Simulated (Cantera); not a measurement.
A Cantera script and its output.

```python
import numpy as np
import cantera as ct

gas = ct.Solution("gri30.yaml")


def delay(T, t_max=10):
    gas.TPX = T, 92000, {'CH4': 1, 'CO': 1.1, 'O2': 4.32, 'N2': 16.3}
    reactor = ct.IdealGasConstPressureReactor(gas, clone=False)
    net = ct.ReactorNet([reactor])
    net.rtol, net.atol = 1e-8, 1e-16
    while net.time < t_max:
        t_old, T_old = net.time, reactor.T
        net.step()
        if reactor.T > T + 400:  # ignition: a rise of 400 K
            return t_old + (T + 400 - T_old) / (reactor.T - T_old) * (net.time - t_old)
    return np.nan


taus = []
for T in [1275, 1375, 1475, 1575, 1675, 1775]:
    taus.append(delay(T))
    print(f"T0 = {T:6g} K   tau = {taus[-1]:.4e} s")
```

Result:

```
T0 =   1275 K   tau = 1.2432e-02 s
T0 =   1375 K   tau = 3.4137e-03 s
T0 =   1475 K   tau = 1.1751e-03 s
T0 =   1575 K   tau = 4.9715e-04 s
T0 =   1675 K   tau = 2.4382e-04 s
T0 =   1775 K   tau = 1.3229e-04 s
```

Computed with Cantera and GRI-Mech 3.0 (53 species, 325 reactions).
